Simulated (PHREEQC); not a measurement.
A solution holds 0.18 mol/kgw NH4HF2, 0.016 mol/kgw (NH4)2SiF6 and 0.013 mol/kgw HBF4, at 25 °C. Closed to the air; pH follows from the charge balance.

Equilibrium calculation in PHREEQC: ion-association model, phreeqc.dat.

| quantity | before | after |
|---|---|---|
| pH | 2.91 | 3.29 |
| ionic strength (mol/kgw) | 0.230 | 0.00281 |
| HF (mol/kgw) | 0.135 | 0.00166 |
| F- (mol/kgw) | 0.112 | 0.00229 |
| HF2- (mol/kgw) | 0.0570 | 1.46e-5 |
| BF3OH- (mol/kgw) | 3.33e-5 | 9.31e-6 |

Task: What was changed between the two runs?
A) NH4HF2 replaced by HF at the same molality
B) temperature from 25 to 85 °C
C) diluted 100-fold with water
D) (NH4)2SiF6 left out
E) (NH4)2SiF6 from 0.016 to 0.032 mol/kgw

Result: C, diluted 100-fold with water

No solid was allowed to form. SiF6-2 is the database's only silicon fluoride. Real BF4- forms and hydrolyses slowly; the run takes it at equilibrium.
